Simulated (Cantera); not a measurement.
Input: 1 mol Al2O3, 3.2 mol Cl2, 0.21 mol H2, held at 7.50 Torr.

Equilibrium computed with Cantera from the NASA thermochemical tables; the gas is ideal and each condensed phase is pure. Candidate condensed phases: Al, AlCl3, Al2O3, H2O; 29 gas species. Kinetics and transport are ignored.

### Question
At 1025 K, list the 4 most abundant gas species with their mole fractions, and the condensed phases.

### Answer
Cl2 0.872, HCl 0.123, Cl 0.00522, AlCl3 0.000123. Condensed: Al2O3(s).
